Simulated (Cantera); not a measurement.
**Equilibrium for chemical vapour transport: MgO + HI + O2**

A closed system holds: 1 mol MgO, 0.26 mol HI, 0.32 mol O2, equilibrated at 2250 Torr.

These are equilibrium values from Cantera (NASA tables, ideal gas, pure condensed phases), not measurements of a reactor. Candidate condensed phases: H2O, I2, Mg, MgI2, MgO, Mg(OH)2; 20 gas species. Kinetics and transport are ignored.

| T (K) | log p O2 | log p I | log p H2O | log p I2 | log p HI | log p OH | log p O | log p H2 | n MgO(s) |
|---|---|---|---|---|---|---|---|---|---|
| 775 | 0.17 | -2.48 | -0.12 | -0.12 | -6.24 | -8.75 | <-11 | <-11 | 1.00 |
| 850 | 0.17 | -2.03 | -0.12 | -0.12 | -5.54 | -7.78 | <-11 | <-11 | 1.00 |
| 925 | 0.17 | -1.65 | -0.12 | -0.13 | -4.96 | -6.98 | -10.79 | -11.31 | 1.00 |
| 1000 | 0.17 | -1.32 | -0.12 | -0.14 | -4.47 | -6.29 | -9.72 | -10.27 | 1.00 |
| 1075 | 0.17 | -1.05 | -0.13 | -0.15 | -4.05 | -5.70 | -8.80 | -9.36 | 1.00 |
| 1150 | 0.16 | -0.82 | -0.13 | -0.18 | -3.69 | -5.19 | -8.00 | -8.58 | 1.00 |
| 1225 | 0.15 | -0.62 | -0.14 | -0.22 | -3.39 | -4.74 | -7.30 | -7.89 | 1.00 |
| 1300 | 0.15 | -0.46 | -0.15 | -0.27 | -3.13 | -4.35 | -6.68 | -7.28 | 1.00 |
| 1375 | 0.14 | -0.32 | -0.16 | -0.34 | -2.91 | -4.00 | -6.13 | -6.74 | 1.00 |
| 1450 | 0.13 | -0.22 | -0.17 | -0.43 | -2.72 | -3.69 | -5.63 | -6.25 | 1.00 |
| 1525 | 0.11 | -0.13 | -0.18 | -0.53 | -2.57 | -3.40 | -5.19 | -5.82 | 1.00 |
| 1600 | 0.11 | -0.07 | -0.19 | -0.66 | -2.44 | -3.15 | -4.79 | -5.42 | 1.00 |
| 1675 | 0.10 | -0.02 | -0.20 | -0.79 | -2.34 | -2.92 | -4.42 | -5.06 | 1.00 |
log p: log10 of the partial pressure in bar; n: condensed amount in mol.

From 775 K to 1675 K the condensed part is MgO(s).
